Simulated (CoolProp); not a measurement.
Vapour-liquid equilibrium of ethylene (1) + isobutane (2) at -71.15 °C; x and y are mole fractions of (1).

Computed with CoolProp (multi-fluid Helmholtz-energy mixture model, Smukala 2000 and Bücker 2006; pair parameters Bell 2016).

```csv
x,"bubble pressure, mixture model (kPa)","bubble pressure, Raoult's law (kPa)","y, mixture model","y, Raoult's law"
0.05,…,28.88,0.823,0.855
0.2,…,102.3,…,0.966
0.35,…,175.8,0.980,0.984
0.5,230.7,249.2,0.989,0.991
0.65,308.3,322.6,…,0.995
0.8,…,396.1,0.997,0.998
0.95,…,469.5,…,1.000
```

Q: Fill in the missing entries.

A: 
- 0.05, bubble pressure, mixture model (kPa): 23.95
- 0.2, bubble pressure, mixture model (kPa): 86.94
- 0.2, y, mixture model: 0.958
- 0.35, bubble pressure, mixture model (kPa): 156.2
- 0.65, y, mixture model: 0.994
- 0.8, bubble pressure, mixture model (kPa): 387.1
- 0.95, bubble pressure, mixture model (kPa): 466.7
- 0.95, y, mixture model: 0.999

The largest gap from Raoult's law is -17.1 % in bubble pressure, at x = 0.05. No azeotrope shows between x = 0.05 and 0.95.

The pair parameters rest on a limited set of measurements; away from them the model extrapolates.
